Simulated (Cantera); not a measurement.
Thermodynamics of fluorocarbon and chlorocarbon gases, feed c-C₄F₈ + H₂

Input: 1 mol c-C₄F₈, 1.4 mol H₂, equilibrated at 0.400 bar.

These are equilibrium values from Cantera (NASA tables, ideal gas, pure condensed phases), not measurements of a reactor. Candidate condensed phases: C, C₆H₆, C₇H₈, C₈H₁₈; 95 gas species. The feed counts by its element totals alone. The tables' values for C₂F₄ are old estimates; treat these amounts as uncertain. Gases not in the tables: C₂F₆ and larger saturated fluorocarbons. Kinetics and transport are ignored.

From 2573 K to 2923 K the condensed part is C(graphite). The main C-bearing gas is CF₂ throughout. The share of C in condensed phases is highest at 2573 K (55.2 %) and lowest at 2723 K (52.1 %).

```
T (K)   x HF  x CF₂     x F    x CF₄     x CF    x CF₃       x H  n C(graphite)
-----  -----  -----  ------  -------  -------  -------  --------  -------------
2573   0.555  0.227  0.0905    0.110  0.00368   0.0139   4.54e-5           2.21
2623   0.535  0.251   0.112   0.0832  0.00524   0.0138   6.00e-5           2.15
2673   0.516  0.268   0.135   0.0599  0.00726   0.0130   7.96e-5           2.11
2723   0.499  0.278   0.160   0.0412  0.00979   0.0118  0.000106           2.09
2773   0.483  0.280   0.186   0.0272   0.0129   0.0103  0.000142           2.09
2823   0.470  0.275   0.212   0.0173   0.0166  0.00872  0.000192           2.11
2873   0.458  0.264   0.238   0.0107   0.0209  0.00718  0.000258           2.15
2923   0.447  0.249   0.264  0.00653   0.0259  0.00579  0.000349           2.19
```
x: gas mole fraction; n: condensed amount in mol.
